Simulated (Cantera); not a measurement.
Feed: 1 mol Pb, 0.56 mol CO, 0.71 mol N₂, equilibrated at 950 K and 98.0 Pa.

Equilibrium computed with Cantera from the NASA thermochemical tables; the gas is ideal and each condensed phase is pure. Candidate condensed phases: C, Pb, PbO, PbO₂, Pb₃O₄; 27 gas species. The numbers say what is thermodynamically allowed, not how fast it happens.

Base state: N₂ 0.556, CO 0.438, Pb 0.00513, CO₂ 0.000315 (mole fractions); condensed: C(graphite) + Pb(l).

Q: What changes in the equilibrium state with this change: pressure from 98.0 Pa to 6600 Pa?

A: 
```
species             before    after
----------------  --------  -------
N₂                   0.556    0.569
CO                   0.438    0.412
CO₂               0.000315   0.0187
Pb                 0.00513  7.62e-5
C(graphite), mol  0.000402   0.0233
Pb(l), mol           0.993    1.000
```

Q: What changes in the equilibrium state with this change: 0.52 mol CH₄ added?

A: 
```csv
species,before,after
H₂,0,0.448
N₂,0.556,0.306
CO,0.438,0.241
Pb,0.00513,0.00513
H₂O,0,9.88e-5
CH₄,0,3.29e-5
CO₂,0.000315,9.52e-5
"C(graphite), mol",0.000402,0.520
"Pb(l), mol",0.993,0.988
```
Further candidate phases: C₆H₆, C₇H₈, C₈H₁₈, H₂O.
